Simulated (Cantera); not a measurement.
Feed: 1 mol BaF2, 7.6 mol O2, 0.42 mol H2, held at 0.00310 bar.

Equilibrium computed with Cantera from the NASA thermochemical tables; the gas is ideal and each condensed phase is pure. Candidate condensed phases: Ba, BaF2, BaO, Ba(OH)2, H2O; 27 gas species. Rates play no part.

Problem. At 1798 K, list the 7 most abundant gas species with their mole fractions, and the condensed phases.

Solution. O2 0.836, BaF2 0.106, H2O 0.0392, HF 0.0134, OH 0.00255, O 0.00196, Ba(OH)2 0.000323. Condensed: BaO(s).
